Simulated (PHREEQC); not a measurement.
Make-up at 25 °C: 3.4 mmol/kgw HF and 23 mmol/kgw NH4F. Closed to the air; pH follows from the charge balance.

Equilibrium calculation in PHREEQC: ion-association model, phreeqc.dat.

No solid was allowed to form.

**Question.** What pH does the model give?

**Answer.** pH 3.99.

**Question.** In which forms is F present?

**Answer.** F- 87 %, HF 11 %, HF2- 2.0 % of the F.
